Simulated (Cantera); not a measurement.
A closed system holds: 1 mol Nb₂O₅, 750 mol H₂, held at 0.000140 bar.

These are equilibrium values from Cantera (NASA tables, ideal gas, pure condensed phases), not measurements of a reactor. Candidate condensed phases: H₂O, Nb, NbO, NbO₂, Nb₂O₅; 12 gas species. Mutual solubility and eutectic melting of coexisting phases are not modelled. NbO: taken at fixed stoichiometry. Condensed phases not in the tables: the oxides between NbO₂ and Nb₂O₅. Kinetics and transport are ignored.

x: gas mole fraction; n: condensed amount in mol.

```
T (°C)   x H₂      x H    x H₂O   x NbO₂  n NbO(s)  n NbO₂(s)
------  -----  -------  -------  -------  --------  ---------
1350    0.991  0.00582  0.00280      ___      1.11      0.883
1400    0.987  0.00956  0.00352      ___      1.66      0.308
1450    0.981   0.0153  0.00384      ___      1.90          0
1500    0.972   0.0237  0.00365      ___      1.77          0
1550    0.960   0.0359  0.00329      ___      1.50          0
1600    0.943   0.0530  0.00272      ___      1.03          0
1650    0.920   0.0763  0.00199      ___     0.357          0
1700    0.888    0.107  0.00168  0.00208         0          0
1750    0.848    0.148  0.00169  0.00197         0          0
1800    0.797    0.198  0.00168  0.00185         0          0
1850    0.736    0.260  0.00165  0.00173         0          0
1900    0.664    0.332  0.00158  0.00161         0          0
```

Question: What belongs in the gaps?

Answer: 
- 1350, x NbO₂: 1.32e-5
- 1400, x NbO₂: 4.53e-5
- 1450, x NbO₂: 0.000127
- 1500, x NbO₂: 0.000296
- 1550, x NbO₂: 0.000624
- 1600, x NbO₂: 0.00116
- 1650, x NbO₂: 0.00183
